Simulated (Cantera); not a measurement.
**Thermodynamics of boron, boron nitride and boron oxide, feed B2H6 + H2O + H2 + NH3**

A closed system holds: 1 mol B2H6, 1.8 mol H2O, 4.9 mol H2, 11 mol NH3.

Cantera equilibrium calculation (NASA polynomials, part measured and part estimated; ideal gas, pure solids and liquids). Candidate condensed phases: B, BN, B2O3, B3O3H3, H2O; 39 gas species. The feed counts by its element totals alone. Mutual solubility and eutectic melting of coexisting phases are not modelled. Gases not in the tables: H3BO3. Rates play no part.

**Question.** Map the stable condensed phases over T = 1127, 1227, 1327, 1427, 1527, 1627, 1727, 1827, 1927 °C and P in Pa = 10, 25, 63, 160, 400, 1000, 2500, 6300, 16000, 40000, 100000.

**Answer.** 
```
T in °C \ P in Pa
             10     25     63    160    400   1000   2500   6300  16000  40000 100000
   1927       A      A      A      B      B      B      C      C      C      C      C
   1827       A      B      B      B      C      C      C      C      C      C      C
   1727       B      B      B      C      C      C      C      C      C      C      C
   1627       B      C      C      C      C      C      C      C      C      C      C
   1527       C      C      C      C      C      C      C      C      C      C      D
   1427       C      C      C      C      C      C      C      C      D      D      D
   1327       C      C      C      C      C      C      D      D      D      D      D
   1227       C      C      C      C      D      D      D      D      D      D      D
   1127       C      C      D      D      D      D      D      D      D      D      D
```
A: gas only; B: B; C: BN; D: BN + B2O3.
